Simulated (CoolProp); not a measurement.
Computed with CoolProp (reference Helmholtz-energy equation of state, Thol 2016).

### Question
Give the vapour pressure (kPa), liquid density (kg/m³), vapour density (kg/m³), liquid cp (kJ/(kg K)) of saturated hexamethyldisiloxane (MM) at 169.15, 222.35 °C.

### Answer
```tsv
T (°C)	p (kPa)	liquid density (kg/m³)	vapour density (kg/m³)	liquid cp (kJ/(kg K))
169.15	521	580	28.9	2.37
222.35	1340	467	91.1	2.91
```
